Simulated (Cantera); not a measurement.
Predominance diagram of Ta at 1875 K against the partial pressures of O₂ and CO (log10, bar). Standard-state values (1 bar) from the NASA 1993 polynomials, evaluated with Cantera. Candidates: Ta(s), TaC(s), Ta₂O₅(s). Only these pure phases compete in this equilibrium. TaC: taken at fixed stoichiometry. Not in the tables: Ta₂C.

```
log p(CO) \ log p(O₂)
        columns: -12, -11.4, -10.8, -10.2, -9.6, -9, -8.4, -7.8, -7.2, -6.6, -6, -5.4, -4.8, -4.2, -3.6, -3, -2.4, -1.8, -1.2, -0.6, 0
      1  A B B B B B B B B C C C C C C C C C C C C
    0.3  A B B B B B B B B B B B C C C C C C C C C
   -0.4  B B B B B B B B B B B B B B C C C C C C C
   -1.1  B B B B B B B B B B B B B B B B C C C C C
   -1.8  B B B B B B B B B B B B B B B B B B B C C
   -2.5  B B B B B B B B B B B B B B B B B B B B B
   -3.2  B B B B B B B B B B B B B B B B B B B B B
   -3.8  B B B B B B B B B B B B B B B B B B B B B
   -4.5  B B B B B B B B B B B B B B B B B B B B B
   -5.2  B B B B B B B B B B B B B B B B B B B B B
   -5.9  B B B B B B B B B B B B B B B B B B B B B
   -6.6  B B B B B B B B B B B B B B B B B B B B B
   -7.3  B B B B B B B B B B B B B B B B B B B B B
     -8  B B B B B B B B B B B B B B B B B B B B B
```

A: TaC(s); B: Ta₂O₅(s); C: out of reach (another gas would pass 10 bar, or a non-metal would condense).
